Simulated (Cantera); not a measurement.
A perfectly stirred reactor is fed with H2 : O2 = 0.098 : 1 (molar parts), equivalence ratio 0.049, at 0.0188 atm; it is held at 1325 K, and followed from long to short residence time.

Model: GRI-Mech 3.0 (53 species, 325 reactions), integrated in Cantera. Radical loss at walls, strong at low pressure, is not modelled. The temperature is held fixed by assumption; the heat of reaction is taken as removed at once.

What does this change do: O2 1 to 0.22 parts?


```tsv
quantity	before	after
x(H2) at τ = 21.0 s	2.97e-5	0.000112
x(O2) at τ = 21.0 s	0.906	0.635
x(H2O2) at τ = 21.0 s	3.15e-8	1.07e-7
x(O) at τ = 21.0 s	0.000399	0.000316
x(H) at τ = 21.0 s	1.11e-5	2.22e-5
x(H2) at τ = 0.270 s	0.000471	0.00198
x(O2) at τ = 0.270 s	0.898	0.629
x(H2O2) at τ = 0.270 s	1.20e-7	4.57e-7
x(O) at τ = 0.270 s	0.00693	0.00584
x(H) at τ = 0.270 s	0.000811	0.00177
```
